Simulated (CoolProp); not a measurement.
Vapour-liquid equilibrium of toluene (1) + ethylbenzene (2) at 0.0111 MPa; x and y are mole fractions of (1).

The numbers come from the multi-fluid Helmholtz-energy mixture model, Lemmon 2006 and Zhou 2012; pair parameters Bell 2016 in CoolProp.

```json
[
 {"x": "0.05", "bubble temperature, mixture model (°C)": "67.8", "bubble temperature, Raoult's law (°C)": "67.9", "y, mixture model": "0.115", "y, Raoult's law": "0.113"},
 {"x": "0.15", "bubble temperature, mixture model (°C)": "64.8", "bubble temperature, Raoult's law (°C)": "64.8", "y, mixture model": "0.299", "y, Raoult's law": "0.302"},
 {"x": "0.25", "bubble temperature, mixture model (°C)": "62.2", "bubble temperature, Raoult's law (°C)": "62.1", "y, mixture model": "0.444", "y, Raoult's law": "0.453"},
 {"x": "0.35", "bubble temperature, mixture model (°C)": "59.9", "bubble temperature, Raoult's law (°C)": "59.6", "y, mixture model": "0.563", "y, Raoult's law": "0.575"},
 {"x": "0.45", "bubble temperature, mixture model (°C)": "57.7", "bubble temperature, Raoult's law (°C)": "57.3", "y, mixture model": "0.664", "y, Raoult's law": "0.675"},
 {"x": "0.55", "bubble temperature, mixture model (°C)": "55.6", "bubble temperature, Raoult's law (°C)": "55.2", "y, mixture model": "0.750", "y, Raoult's law": "0.758"},
 {"x": "0.65", "bubble temperature, mixture model (°C)": "53.7", "bubble temperature, Raoult's law (°C)": "53.3", "y, mixture model": "0.824", "y, Raoult's law": "0.827"},
 {"x": "0.75", "bubble temperature, mixture model (°C)": "51.8", "bubble temperature, Raoult's law (°C)": "51.5", "y, mixture model": "0.886", "y, Raoult's law": "0.886"},
 {"x": "0.85", "bubble temperature, mixture model (°C)": "50.1", "bubble temperature, Raoult's law (°C)": "49.9", "y, mixture model": "0.939", "y, Raoult's law": "0.937"},
 {"x": "0.95", "bubble temperature, mixture model (°C)": "48.4", "bubble temperature, Raoult's law (°C)": "48.4", "y, mixture model": "0.982", "y, Raoult's law": "0.980"}
]
```

The largest gap from Raoult's law is +0.4 K in bubble temperature, at x = 0.55. No azeotrope shows between x = 0.05 and 0.95.

The pair parameters rest on a limited set of measurements; away from them the model extrapolates.
